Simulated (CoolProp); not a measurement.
Computed with CoolProp (reference Helmholtz-energy equation of state, Thol 2019).

**Question.** For tetradecamethylhexasiloxane (MD4M), give the phase and the density (kg/m³), cv (kJ/(kg K)), isothermal compressibility (1/MPa), fugacity coefficient at 346.85 °C and 513 kPa.

**Answer.** 
- 346.85 °C and 513 kPa: liquid; density 486, cv 2.12, isothermal compressibility 0.137, fugacity coefficient 0.699
